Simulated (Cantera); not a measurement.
A Cantera script and what it prints.

```python
import numpy as np
import cantera as ct

gas_names = """
    C CH CH2 CH3 CH2OH CH3O CH4 CH3OH CO CO2 COOH C2 C2H CHCO,ketyl C2H2,acetylene C2H2,vinylidene
    CH2CO,ketene C2H3,vinyl CH3CO,acetyl C2H4 C2H4O,ethylen CH3CHO,ethanal CH3COOH (HCOOH)2 C2H5 C2H6
    CH3OCH3 C2H5OH C2O C3 C3H3,propargyl C3H4,allene C3H4,propyne C3H4,cyclo- C3H5,allyl C3H6,propylene
    C3H6,cyclo- C3H6O C3H7,n-propyl C3H7,i-propyl C3H8 C3H8O,1propanol C3H8O,2propanol C3O2 C4 C4H2
    C4H4,1,3-cyclo- C4H6,butadiene C4H6,2-butyne C4H6,cyclo- C4H8,1-butene C4H8,cis2-buten
    C4H8,tr2-butene C4H8,isobutene C4H8,cyclo- (CH3COOH)2 C4H9,n-butyl C4H9,i-butyl C4H9,s-butyl
    C4H9,t-butyl C4H10,isobutane C4H10,n-butane C5 C5H6,1,3cyclo- C5H8,cyclo- C5H10,1-pentene
    C5H10,cyclo- C5H11,pentyl C5H11,t-pentyl C5H12,n-pentane C5H12,i-pentane CH3C(CH3)2CH3 C6H2
    C6H5,phenyl C6H5O,phenoxy C6H6 C6H5OH,phenol C6H10,cyclo- C6H12,1-hexene C6H12,cyclo- C6H13,n-hexyl
    C7H7,benzyl C7H8 C7H8O,cresol C7H14,1-heptene C7H15,n-heptyl C7H16,n-heptane C8H8,styrene
    C8H10,ethylbenz C8H16,1-octene C8H17,n-octyl C8H18,isooctane C8H18,n-octane C9H19,n-nonyl
    C10H8,naphthale C10H21,n-decyl C12H9,o-bipheny C12H10,bipheny H HCO HO2 H2 HCHO,formaldehy HCOOH H2O
    H2O2 O OH O2 O3 Si SiC SiC2 SiC4H12 SiH SiH2 SiH3 SiH4 SiO SiO2 Si2 Si2C Si3
""".split()
cond_names = """
    C(gr) C6H6(L) C7H8(L) C8H18(L),n-octa H2O(s) H2O(L) Si(cr) Si(L) SiC(b) SiO2(Lqz) SiO2(hqz) SiO2(L)
""".split()


def load(file, names, dense=False):
    # The tables refer to 1 bar. Condensed volumes are neglected.
    table = {s.name: s for s in ct.Species.list_from_file(file)}
    out = []
    for n in names:
        d = dict(table[n].input_data)
        d["thermo"] = dict(d["thermo"], **{"reference-pressure": 1e5})
        if dense:
            d["equation-of-state"] = {"model": "constant-volume", "density": "1e6 g/cm^3"}
        out.append(ct.Species.from_dict(d))
    return out


gas = ct.Solution(thermo="ideal-gas", species=load("nasa_gas.yaml", gas_names))
cond = {s.name: ct.Solution(thermo="fixed-stoichiometry", species=[s], name=s.name)
        for s in load("nasa_condensed.yaml", cond_names, dense=True)}
atoms = {
    'Si': {'Si': 1},
    'CO2': {'C': 1, 'O': 2},
    'H2': {'H': 2},
}
top_T = {'C(gr)': 4500, 'SiC(b)': 3050}  # K; cautious upper limits of use, not melting points


def equilibrate(T, P, feed):
    n = {}
    for name, mol in feed.items():
        for a, k in atoms[name].items():
            n[a] = n.get(a, 0.0) + k * mol
    gas.TPX = T, P, n
    mass = sum(n.values()) * gas.mean_molecular_weight
    gas.equilibrate("TP")
    valid = [c for c in cond.values() if c.min_temp <= T <= top_T.get(c.name, c.max_temp)]
    mix = ct.Mixture([(gas, mass / gas.mean_molecular_weight)] + [(c, 0.0) for c in valid])
    mix.T, mix.P = T, P
    mix.equilibrate("TP", solver="vcs", rtol=1e-11, max_steps=5000)
    return mix


results = []
feed = {'Si': 1, 'CO2': 0.65, 'H2': 39}  # mol
P = 1333.22  # Pa
for T in [975, 1075, 1175, 1275, 1375, 1475, 1575, 1675, 1775, 1875, 1975, 2075]:
    mix = equilibrate(T, P, feed)
    results.append((T, P, feed, dict(zip(mix.species_names, mix.species_moles))))

top = {s: max(r[3][s] / sum(r[3][g] for g in gas_names) for r in results) for s in gas_names}
cols = sorted((s for s in top if top[s] > 0.001), key=lambda s: -top[s])[:6]
seen = [c for c in cond_names if any(r[3].get(c, 0) > 1e-12 for r in results)]
print("log10 of partial pressures in bar; condensed amounts in mol")
print(f"{'T/K':>10s}" + "".join(f"{s[:9]:>10s}" for s in cols + seen))
for T, P, feed, n in results:
    ng = sum(n[g] for g in gas_names)
    print(f"{T:10.4g}" + "".join(f"{np.log10(max(n[s] / ng * P / 1e5, 1e-99)):10.3f}" for s in cols)
          + "".join(f"{n.get(c, 0):10.4g}" for c in seen))
```

It prints:

```
log10 of partial pressures in bar; condensed amounts in mol
       T/K        H2         H       SiO        CO        Si       CH4     C(gr)    SiC(b) SiO2(hqz)
       975    -1.876    -9.880   -11.502    -7.311   -19.858    -4.653    0.2348    0.3501    0.6499
      1075    -1.875    -8.771    -9.591    -5.797   -17.263    -5.097    0.2696    0.3523    0.6477
      1175    -1.876    -7.850    -8.010    -4.544   -15.112    -5.470    0.1644    0.3919    0.6081
      1275    -1.877    -7.071    -6.456    -4.169   -12.849    -6.240         0    0.4491    0.5499
      1375    -1.878    -6.404    -5.033    -4.149   -10.719    -7.094         0    0.4409    0.5319
      1475    -1.883    -5.829    -3.868    -3.950    -9.003    -7.721         0    0.3154    0.2807
      1575    -1.889    -5.326    -3.564    -3.804    -7.848    -7.928         0     0.175         0
      1675    -1.890    -4.880    -3.564    -3.804    -6.902    -8.030         0    0.1747         0
      1775    -1.890    -4.484    -3.565    -3.803    -6.065    -8.120         0    0.1733         0
      1875    -1.892    -4.129    -3.570    -3.797    -5.322    -8.198         0     0.166         0
      1975    -1.895    -3.811    -3.587    -3.774    -4.671    -8.255         0    0.1356         0
      2075    -1.902    -3.526    -3.646    -3.706    -4.128    -8.269         0   0.03487         0
```

Cantera equilibrium calculation (NASA polynomials, part measured and part estimated; ideal gas, pure solids and liquids). Mutual solubility and eutectic melting of coexisting phases are not modelled. The tables hold silica as quartz up to 1696 K and as liquid above; real silica turns to tridymite and cristobalite and melts near 1996 K. Gases not in the tables: Si2H6 and higher silanes.
